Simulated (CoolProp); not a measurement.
Vapour-liquid equilibrium of dimethyl carbonate (1) + n-heptane (2) at 1.25 bar; x and y are mole fractions of (1).

The numbers come from the multi-fluid Helmholtz-energy mixture model, Zhou 2011 and Span 2003; pair parameters Bell 2016 in CoolProp.

Problem. Give the bubble temperature and the first vapour's composition at x = 0.35, 0.5, 0.65. Is there an azeotrope?

Solution. x = 0.35: 363.1 K, y = 0.519; x = 0.5: 362.1 K, y = 0.576; x = 0.65: 362.0 K, y = 0.622. y crosses x between x = 0.5 and 0.65: the model has an azeotrope there.

The pair parameters rest on a limited set of measurements; away from them the model extrapolates.
